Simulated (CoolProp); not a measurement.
A simple Rankine cycle with water: condensing at 289.15 K, boiler at 0.778 MPa, turbine inlet 457.4 K, turbine efficiency 0.75, pump efficiency 0.6, no recuperator. Each further row changes one setting.

Values from CoolProp's reference Helmholtz-energy equation of state, Wagner 2002.

| case | thermal efficiency (%) | net work (kJ/kg) | heat in (kJ/kg) | turbine exit temperature (K) | volume ratio over the turbine |
|---|---|---|---|---|---|
| as stated | 23.3 | 639 | 2740 | 289.1 | 242 |
| turbine inlet 477.4 K | 23.4 | 652 | 2780 | 289.1 | 233 |
| condensing temperature 281.15 K | 24.5 | 678 | 2770 | 281.2 | 395 |
| boiler pressure 0.545 MPa | 22.1 | 609 | 2750 | 289.1 | 170 |
| turbine efficiency 0.65 | 20.2 | 553 | 2740 | 289.1 | 252 |

The expansion ends wet for: as stated; turbine inlet 477.4 K; condensing temperature 281.15 K; boiler pressure 0.545 MPa; turbine efficiency 0.65.
